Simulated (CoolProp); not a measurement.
Vapour pressure (kPa) of acetone: the reference equation beside estimates from Tc = 508.1 K, pc = 4692 kPa, ω = 0.307.

The numbers come from the reference Helmholtz-energy equation of state, Lemmon 2006 in CoolProp. It is a short technical equation, of lower accuracy than the large ones.

| T (K) | reference | van der Waals | Redlich-Kwong |
|---|---|---|---|
| 302 | 36.19 | 386.0 | 86.97 |
| 309.7 | 49.47 | 446.2 | 113.2 |
| 317.4 | 66.45 | 512.4 | 144.9 |
| 325.1 | 87.81 | 585.0 | 183.0 |
| 332.8 | 114.3 | 664.2 | 228.1 |
| 340.5 | 146.8 | 750.3 | 280.9 |
| 348.2 | 186.1 | 843.4 | 342.1 |
| 355.9 | 233.3 | ? | 412.6 |
| 363.6 | 289.2 | 1052 | 492.9 |
| 371.3 | 354.9 | 1167 | ? |
| 379 | 431.6 | 1291 | 686.1 |
| 386.7 | 520.3 | 1422 | 800.4 |
| 394.4 | 622.3 | 1562 | 927.5 |
| 402.2 | 740.5 | 1713 | 1070 |
| 409.9 | 873.1 | ? | 1225 |

Some entries are withheld; supply them.


- 355.9, van der Waals: 943.7
- 371.3, Redlich-Kwong: 583.8
- 409.9, van der Waals: 1870

Absolute difference from the reference over all 15 rows, mean and median: van der Waals 387.8 and 304.5 %, Redlich-Kwong 81.9 and 76.9 %.
